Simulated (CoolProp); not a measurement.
Vapour-liquid equilibrium of R22 (1) + cyclohexane (2) at 312.4 K; x and y are mole fractions of (1).

The numbers come from the multi-fluid Helmholtz-energy mixture model, Kamei 1995 and Zhou 2014; pair parameters Bell 2016 in CoolProp.

| x | bubble pressure (kPa) | y at the bubble point | dew pressure at overall composition x (kPa) | liquid density (mol/L) |
|---|---|---|---|---|
| 0.05 | 180.6 | 0.866 | 25.18 | 9.204 |
| 0.15 | 441.6 | 0.945 | 28.16 | 9.556 |
| 0.25 | 639.4 | 0.962 | 31.93 | 9.923 |
| 0.35 | 786.8 | 0.970 | 36.87 | 10.31 |
| 0.45 | 898.8 | 0.975 | 43.61 | 10.71 |
| 0.55 | 990.8 | 0.978 | 53.34 | 11.12 |
| 0.65 | 1076 | 0.981 | 68.64 | 11.55 |
| 0.75 | 1168 | 0.985 | 96.25 | 11.99 |
| 0.85 | 1278 | 0.989 | 160.9 | 12.43 |
| 0.95 | 1419 | 0.996 | 485.9 | 12.87 |

No azeotrope shows between x = 0.05 and 0.95.

Pair parameters are fitted to limited data, so mixtures are less certain than the pure fluids. The gap from Raoult's law changes sign with composition, which may be real or a fault of the pair parameters; it wasn't checked against measurements. With so large a gap from Raoult's law the liquid may split in two, which this calculation doesn't test in full.
